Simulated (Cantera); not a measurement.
An isothermal, constant-pressure homogeneous reactor starts with C₂H₆ : N₂ = 0.19 : 15 (molar parts), at 1648 K and 0.370 bar.

Computed with Cantera and GRI-Mech 3.0 (53 species, 325 reactions). GRI-Mech 3.0 stops at C3 and has no aromatics, soot or wall deposition, so with more carbon than oxygen in the feed, carbon stays in small species such as C2H2 where larger ones or solid carbon would form.

Problem. Predict: x(C₂H₆) at 4.00 s; x(CH₃) at 4.00 s; x(H) at 4.00 s; x(HCN) at 4.00 s; x(C₂H₂) at 4.00 s; x(H₂) at 4.00 s.

Solution. x(C₂H₆) at 4.00 s: 5.10e-9 (gas-phase equilibrium 2.85e-11)
x(CH₃) at 4.00 s: 3.18e-6 (gas-phase equilibrium 2.10e-7)
x(H) at 4.00 s: 2.27e-5 (gas-phase equilibrium 2.30e-5)
x(HCN) at 4.00 s: 8.92e-6 (gas-phase equilibrium 0.0213)
x(C₂H₂) at 4.00 s: 0.0121 (gas-phase equilibrium 0.00154)
x(H₂) at 4.00 s: 0.0241 (gas-phase equilibrium 0.0244)
